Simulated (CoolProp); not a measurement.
Model: reference Helmholtz-energy equation of state, Lemmon 2006, in CoolProp. It is a short technical equation, of lower accuracy than the large ones.

Q: For carbonyl sulfide, give the phase and the cp (kJ/(kg K)), cv (kJ/(kg K)) at -17.65 °C and 0.121 MPa.

A: 
- -17.65 °C and 0.121 MPa: gas; cp 0.674, cv 0.522
